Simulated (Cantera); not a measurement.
Predominance diagram of Ca at 1175 K against the partial pressures of O2 and Br2 (log10, bar). Standard-state values (1 bar) from the NASA 1993 polynomials, evaluated with Cantera. Candidates: Ca(l), CaBr2(l), CaO(s). Only these pure phases compete in this equilibrium. Not in the tables: oxide halides.

**Question.** Which phase is stable at these pairs, and which metal-bearing vapour leads over it? (-14.7, -9.3); (-8.2, -14); (-19.6, -1.2); (-32.7, -5.8); (-6.5, -2.3); (-18, -14); (-18, -9.3)

**Answer.** 
```json
[
 {"log p(O2)": "-14.7", "log p(Br2)": "-9.3", "phase": "CaO(s)", "chief vapour": "CaBr2", "log p (bar)": "-5.0"},
 {"log p(O2)": "-8.2", "log p(Br2)": "-14", "phase": "CaO(s)", "chief vapour": "CaBr2", "log p (bar)": "-12.9"},
 {"log p(O2)": "-19.6", "log p(Br2)": "-1.2", "phase": "CaBr2(l)", "chief vapour": "CaBr2", "log p (bar)": "-4.4"},
 {"log p(O2)": "-32.7", "log p(Br2)": "-5.8", "phase": "CaBr2(l)", "chief vapour": "CaBr2", "log p (bar)": "-4.4"},
 {"log p(O2)": "-6.5", "log p(Br2)": "-2.3", "phase": "CaBr2(l)", "chief vapour": "CaBr2", "log p (bar)": "-4.4"},
 {"log p(O2)": "-18", "log p(Br2)": "-14", "phase": "CaO(s)", "chief vapour": "CaBr2", "log p (bar)": "-8.0"},
 {"log p(O2)": "-18", "log p(Br2)": "-9.3", "phase": "CaBr2(l)", "chief vapour": "CaBr2", "log p (bar)": "-4.4"}
]
```
